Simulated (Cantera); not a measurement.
Input: 1 mol Si, 1.5 mol HCl, 0.23 mol N2, held at 573 K and 0.830 bar.

Method: chemical equilibrium by Gibbs-energy minimisation in Cantera with the NASA 1993 tables (ideal gas, pure condensed phases). Candidate condensed phases: NH4Cl, Si, Si3N4; 28 gas species. N2 is the only nitrogen source here; it is nearly inert below about 1500 K, so the nitride shown seldom forms there in practice. Rates play no part.

Base state: H2 0.629, SiCl4 0.260, SiHCl3 0.109, SiH2Cl2 0.00212, HCl 2.10e-5 (mole fractions); condensed: Si(s) + Si3N4(s).

### Question
What changes in the equilibrium state with this change: pressure from 0.830 bar to 0.000120 bar?

### Answer
| species | before | after |
|---|---|---|
| H2 | 0.629 | 0.662 |
| SiCl4 | 0.260 | 0.324 |
| SiHCl3 | 0.109 | 0.0145 |
| SiH2Cl2 | 0.00212 | 2.99e-5 |
| HCl | 2.10e-5 | 0.000208 |
| Si(s), mol | 0.249 | 0.276 |
| Si3N4(s), mol | 0.115 | 0.115 |

### Question
What changes in the equilibrium state with this change: HCl from 1.5 to 3.4 mol?

### Answer
```csv
species,before,after
H2,0.629,0.540
SiCl4,0.260,0.272
HCl,2.10e-5,0.165
SiHCl3,0.109,1.25e-5
N2,<1e-9,0.0189
NH3,<1e-9,0.00306
SiH2Cl2,0.00212,<1e-9
"Si(s), mol",0.249,0
"Si3N4(s), mol",0.115,0.0873
```

### Question
What changes in the equilibrium state with this change: temperature from 573 K to 1000 K?

### Answer
```csv
species,before,after
H2,0.629,0.625
SiCl4,0.260,0.265
SiHCl3,0.109,0.0913
HCl,2.10e-5,0.0128
SiCl2,<1e-9,0.000444
SiCl3,1.74e-7,0.00220
SiH3Cl,7.74e-6,3.22e-5
SiH2Cl2,0.00212,0.00339
"Si(s), mol",0.249,0.256
"Si3N4(s), mol",0.115,0.115
```
The tables' values for SiCl3 are old estimates; treat these amounts as uncertain.
